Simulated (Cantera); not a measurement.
Feed: 1 mol SiC, 0.94 mol H₂O, 16 mol N₂, held at 1900 K and 0.0780 bar.

Method: chemical equilibrium by Gibbs-energy minimisation in Cantera with the NASA 1993 tables (ideal gas, pure condensed phases). Candidate condensed phases: C, C₆H₆, C₇H₈, C₈H₁₈, H₂O, Si, SiC, SiO₂, Si₂N₂O, Si₃N₄; 151 gas species. Mutual solubility and eutectic melting of coexisting phases are not modelled. The numbers say what is thermodynamically allowed, not how fast it happens.

Base state: N₂ 0.895, H₂ 0.0522, CO 0.0265, SiO 0.0257, H 0.000649, HCN 0.000182, Si 6.93e-5 (mole fractions); condensed: SiC(s) + Si₂N₂O(s).

What changes in the equilibrium state with this change: pressure from 0.0780 bar to 1.20e-5 bar?


```json
[
 {"species": "N₂", "before": "0.895", "after": "0.832"},
 {"species": "Si", "before": "6.93e-5", "after": "0.0489"},
 {"species": "CO", "before": "0.0265", "after": "0.0483"},
 {"species": "H", "before": "0.000649", "after": "0.0389"},
 {"species": "SiO", "before": "0.0257", "after": "0.000559"},
 {"species": "H₂", "before": "0.0522", "after": "0.0288"},
 {"species": "SiC₂", "before": "1.32e-8", "after": "0.000771"},
 {"species": "CN", "before": "4.19e-8", "after": "2.97e-5"},
 {"species": "Si₂C", "before": "1.22e-6", "after": "0.000847"},
 {"species": "SiC(s), mol", "before": "0.524", "after": "0"},
 {"species": "Si₂N₂O(s), mol", "before": "0.00753", "after": "0"}
]
```
The tables' values for SiN are old estimates; treat these amounts as uncertain.

What changes in the equilibrium state with this change: 0.36 mol CH₄ added?


| species | before | after |
|---|---|---|
| N₂ | 0.895 | 0.860 |
| H₂ | 0.0522 | 0.0886 |
| CO | 0.0265 | 0.0348 |
| SiO | 0.0257 | 0.0157 |
| HNC | 8.56e-6 | 1.60e-5 |
| HCN | 0.000182 | 0.000341 |
| Si | 6.93e-5 | 4.73e-5 |
| H | 0.000649 | 0.000846 |
| SiC(s), mol | 0.524 | 0.706 |
| Si₂N₂O(s), mol | 0.00753 | 0 |
